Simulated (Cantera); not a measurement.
# Aluminium nitride and oxide growth: Al(CH3)3 + O2 + N2

A closed system holds: 1 mol Al(CH3)3, a varied amount of O2, 220 mol N2, held at 1525 K and 0.133 bar.

Equilibrium computed with Cantera from the NASA thermochemical tables; the gas is ideal and each condensed phase is pure. Candidate condensed phases: Al, AlN, Al2O3, C, C6H6, C7H8, C8H18, H2O; 148 gas species. The feed counts by its element totals alone. Mutual solubility and eutectic melting of coexisting phases are not modelled. Equilibrium is a limit: real reactors are often held back by kinetics, nucleation or transport.

```json
[
 {"n(O2) (mol)": "0.56", "x N2": "0.975", "x H2": "0.0199", "x H2O": "1.90e-8", "x CO": "0.00498", "x CO2": "1.76e-9", "x O2": "<1e-12", "x HCN": "0.000175", "n AlN(s)": "1.000", "n C(graphite)": "1.84", "n Al2O3(s)": "0"},
 {"n(O2) (mol)": "1.6", "x N2": "0.967", "x H2": "0.0198", "x H2O": "2.78e-7", "x CO": "0.0132", "x CO2": "6.87e-8", "x O2": "<1e-12", "x HCN": "3.13e-5", "n AlN(s)": "0.862", "n C(graphite)": "0", "n Al2O3(s)": "0.0691"},
 {"n(O2) (mol)": "2.6", "x N2": "0.967", "x H2": "0.0174", "x H2O": "0.00243", "x CO": "0.0125", "x CO2": "0.000651", "x O2": "1.01e-12", "x HCN": "2.80e-9", "n AlN(s)": "0", "n C(graphite)": "0", "n Al2O3(s)": "0.500"},
 {"n(O2) (mol)": "3.6", "x N2": "0.967", "x H2": "0.0109", "x H2O": "0.00883", "x CO": "0.0101", "x CO2": "0.00304", "x O2": "3.37e-11", "x HCN": "3.12e-10", "n AlN(s)": "0", "n C(graphite)": "0", "n Al2O3(s)": "0.500"},
 {"n(O2) (mol)": "4.6", "x N2": "0.967", "x H2": "0.00555", "x H2O": "0.0142", "x CO": "0.00676", "x CO2": "0.00643", "x O2": "3.41e-10", "x HCN": "4.66e-11", "n AlN(s)": "0", "n C(graphite)": "0", "n Al2O3(s)": "0.500"},
 {"n(O2) (mol)": "5.6", "x N2": "0.967", "x H2": "0.00135", "x H2O": "0.0184", "x CO": "0.00217", "x CO2": "0.0110", "x O2": "9.70e-9", "x HCN": "1.38e-12", "n AlN(s)": "0", "n C(graphite)": "0", "n Al2O3(s)": "0.500"},
 {"n(O2) (mol)": "6.6", "x N2": "0.964", "x H2": "2.81e-6", "x H2O": "0.0197", "x CO": "5.05e-6", "x CO2": "0.0131", "x O2": "0.00254", "x HCN": "<1e-12", "n AlN(s)": "0", "n C(graphite)": "0", "n Al2O3(s)": "0.500"}
]
```
x: gas mole fraction; n: condensed amount in mol.

At 0.56 mol O2 the condensed part is AlN(s) + C(graphite). At 1.6 mol O2 the condensed part is AlN(s) + Al2O3(s). From 2.6 mol O2 to 6.6 mol O2 the condensed part is Al2O3(s).
